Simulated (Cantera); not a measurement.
An isothermal, constant-pressure homogeneous reactor starts with C₂H₆ : H₂ = 1 : 4.4 (molar parts), at 1700 K and 1.00 bar. Integrator tolerance rtol = 1e-08.

Detailed kinetics in Cantera: GRI-Mech 3.0 (53 species, 325 reactions). GRI-Mech 3.0 stops at C3 and has no aromatics, soot or wall deposition, so with more carbon than oxygen in the feed, carbon stays in small species such as C2H2 where larger ones or solid carbon would form.

**Question.** What does this change do: temperature 1700 to 1475 K?

**Answer.** 
```
quantity                                            before                                      after
-----------------  ---------------------------------------  -----------------------------------------
x(C₂H₆) at 1.00 s  9.18e-6 (gas-phase equilibrium 9.18e-6)  0.000127 (gas-phase equilibrium 0.000124)
x(H₂) at 1.00 s        0.843 (gas-phase equilibrium 0.843)        0.764 (gas-phase equilibrium 0.752)
x(C₂H₂) at 1.00 s      0.119 (gas-phase equilibrium 0.119)      0.0636 (gas-phase equilibrium 0.0577)
x(CH₄) at 1.00 s     0.0338 (gas-phase equilibrium 0.0338)        0.154 (gas-phase equilibrium 0.174)
x(C₂H₄) at 1.00 s  0.00483 (gas-phase equilibrium 0.00483)      0.0175 (gas-phase equilibrium 0.0158)
```

**Question.** What does this change do: pressure from 1.00 bar to 0.330 bar?

**Answer.** 
| quantity | before | after |
|---|---|---|
| x(C₂H₆) at 1.00 s | 9.18e-6 (gas-phase equilibrium 9.18e-6) | 1.24e-6 (gas-phase equilibrium 1.13e-6) |
| x(H₂) at 1.00 s | 0.843 (gas-phase equilibrium 0.843) | 0.856 (gas-phase equilibrium 0.857) |
| x(C₂H₂) at 1.00 s | 0.119 (gas-phase equilibrium 0.119) | 0.129 (gas-phase equilibrium 0.129) |
| x(CH₄) at 1.00 s | 0.0338 (gas-phase equilibrium 0.0338) | 0.0130 (gas-phase equilibrium 0.0119) |
| x(C₂H₄) at 1.00 s | 0.00483 (gas-phase equilibrium 0.00483) | 0.00176 (gas-phase equilibrium 0.00177) |
